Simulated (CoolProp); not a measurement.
The fluid at 298.15 K and 11.3 MPa flows at 0.12 m/s in a round tube of 100 mm bore and 1.5 µm roughness, fully developed (64/Re and Nu = 3.66 if laminar; Colebrook and Gnielinski if turbulent). The same conditions are run with several fluids, on thermodynamics alone (safety and materials aside).

Computed with CoolProp (reference Helmholtz-energy equation of state of each fluid (n-pentane: Thol 2019; R227EA: Lemmon 2016; m-xylene: Zhou 2012; n-octane: Beckmüller 2019; benzene: Thol 2012)).

### Question
Rank n-pentane, R227EA, m-xylene, n-octane, benzene by Reynolds number, highest first.

### Answer
R227EA (58200), n-pentane (36400), m-xylene (16400), benzene (16000), n-octane (14800)

| fluid | Darcy friction factor | pressure drop (Pa/m) | heat-transfer coefficient (W/(m² K)) | mass flow (kg/h) |
|---|---|---|---|---|
| n-pentane | 0.0225 | 1.03 | 234 | 2150 |
| R227EA | 0.0203 | 2.12 | 216 | 4940 |
| m-xylene | 0.0272 | 1.70 | 174 | 2940 |
| n-octane | 0.0279 | 1.42 | 166 | 2400 |
| benzene | 0.0274 | 1.74 | 183 | 2990 |

Transport values come from each fluid's own correlations; those of n-pentane, R227EA are estimates that may be off by 10 % or more.
